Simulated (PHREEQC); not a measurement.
Make-up at 25 °C: 0.0014 mol HF, 0.0082 mol NaF, 2.9e-07 mol H4SiO4 and 0.002 mol H2SO4 per kg of water. Closed to the air; pH follows from the charge balance.

The numbers come from PHREEQC with the ion-association model, phreeqc.dat.

No solid was allowed to form.

### Question
Order these S species by the share of S that they hold, largest first: NaSO4-, SO4-2, HSO4-.

### Answer
SO4-2 (93 %), HSO4- (4.5 %), NaSO4- (2.5 %)

The pH is 3.17 and the ionic strength 0.0107 mol/kgw. Complexes and solids missing from the database can't appear. SiF6-2 is the database's only silicon fluoride.
